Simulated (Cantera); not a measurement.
Charge: 1 mol Fe3O4, 5 mol CH4, 0.026 mol CO, equilibrated at 2398 K and 0.820 bar.

Method: chemical equilibrium by Gibbs-energy minimisation in Cantera with the NASA 1993 tables (ideal gas, pure condensed phases). Candidate condensed phases: C, C6H6, C7H8, C8H18, Fe, Fe(CO)5, FeO, Fe(OH)2, Fe(OH)3, Fe2O3, Fe3O4, H2O; 114 gas species. Iron dissolves carbon and melts from about 1420 K in contact with it, which pure phases cannot show. Condensed phases not in the tables: cementite and carbon dissolved in iron. Kinetics and transport are ignored.

Base state: H2 0.683, CO 0.280, Fe 0.0177, H 0.0144, C2H2 (acetylene) 0.00472, CH4 6.83e-5, CH3 2.64e-5, C4H2 1.34e-5 (mole fractions); condensed: C(graphite) + Fe(l).

Problem. What changes in the equilibrium state with this change: Fe3O4 replaced by PbO?

Solution. 
| species | before | after |
|---|---|---|
| H2 | 0.683 | 0.811 |
| CO | 0.280 | 0.0847 |
| Pb | 0 | 0.0825 |
| Fe | 0.0177 | 0 |
| H | 0.0144 | 0.0157 |
| Pb2 | 0 | 1.40e-5 |
| CH4 | 6.83e-5 | 9.63e-5 |
| CH3 | 2.64e-5 | 3.42e-5 |
| C(graphite), mol | 0.862 | 3.86 |
| Fe(l), mol | 2.75 | 0 |
Further candidate phases: Pb, PbO, PbO2, Pb3O4.

Problem. What changes in the equilibrium state with this change: temperature from 2398 K to 1423 K?

Solution. 
| species | before | after |
|---|---|---|
| H2 | 0.683 | 0.711 |
| CO | 0.280 | 0.287 |
| CH4 | 6.83e-5 | 0.00158 |
| Fe | 0.0177 | 3.25e-8 |
| H | 0.0144 | 6.18e-6 |
| C4H2 | 1.34e-5 | <1e-9 |
| C2H2 (acetylene) | 0.00472 | 2.44e-6 |
| CO2 | 3.45e-7 | 9.20e-5 |
| H2O | 4.96e-6 | 0.000516 |
| CH3 | 2.64e-5 | 2.76e-7 |
| C(graphite), mol | 0.862 | 0.986 |
| Fe(l), mol | 2.75 | 0 |
| Fe(γ), mol | 0 | 3.00 |
